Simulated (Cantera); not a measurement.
A closed system holds: 1 mol Pb, a varied amount of H2, held at 1548 K and 100 Torr.

Method: chemical equilibrium by Gibbs-energy minimisation in Cantera with the NASA 1993 tables (ideal gas, pure condensed phases). Candidate condensed phases: Pb; 4 gas species. Rates play no part.

### Question
At 3.1 mol H2, list the 4 most abundant gas species with their mole fractions, and the condensed phases.

### Answer
H2 0.756, Pb 0.244, Pb2 0.000116, H 7.33e-5. Condensed: gas only.
